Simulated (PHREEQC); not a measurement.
Make-up at 42 °C: 0.012 mol/kgw HF and 6.9e-05 mol/kgw (CH3)4NF. Closed to the air; pH follows from the charge balance.

The numbers come from PHREEQC with the ion-association model, phreeqc.dat.

| quantity | before | after |
|---|---|---|
| pH | 2.66 | 2.83 |
| ionic strength (mol/kgw) | 0.00236 | 0.00157 |
| HF (mol/kgw) | 0.00962 | 0.00444 |
| F- (mol/kgw) | 0.00227 | 0.00154 |
| HF2- (mol/kgw) | 9.24e-5 | 2.89e-5 |

Q: Name the change that produced these shifts.
A) (CH3)4NF replaced by TMAH at the same molality
B) diluted 2-fold with water
C) 0.00067 mol/kgw KHSO4 added
D) diluted 5-fold with water
E) 0.011 mol/kgw K2HPO4 added

A: B, diluted 2-fold with water

No solid was allowed to form. (CH3)4N+ isn't in the database: it is added as a free cation with an ion size of 4 Å. At this temperature some constants are extrapolated from 25 °C, and those without enthalpy data are left unchanged.
